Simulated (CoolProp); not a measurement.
Values from CoolProp's reference Helmholtz-energy equation of state, Guder 2009.

Q: For sulfur hexafluoride, give the phase and the cp (kJ/(kg K)), Joule-Thomson coefficient (K/MPa) at 284.9 K and 1.22 bar.

A: 
- 284.9 K and 1.22 bar: gas; cp 0.649, Joule-Thomson coefficient 10.7
